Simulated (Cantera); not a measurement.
A closed system holds: 1 mol CaCO3, 0.035 mol C, 9.6 mol H2O, held at 773.15 K and 8.30 bar.

Method: chemical equilibrium by Gibbs-energy minimisation in Cantera with the NASA 1993 tables (ideal gas, pure condensed phases). Equilibrium is a limit: real reactors are often held back by kinetics, nucleation or transport.

```tsv
species	before	after
H2O	0.989	0.896
CO2	0.00363	0.0972
H2	0.00726	0.00645
CO	5.20e-6	0.000137
CaCO3(calcite), mol	1.00	0
CaO(s), mol	0	1.00
```
Gas species are given as mole fractions.

### Question
What was changed between the two runs?
A. H2O from 9.6 to 0.89 mol
B. pressure from 8.30 bar to 20.0 Pa
C. C from 0.035 to 0.64 mol
D. C from 0.035 to 1.2 mol

### Answer
B, pressure from 8.30 bar to 20.0 Pa
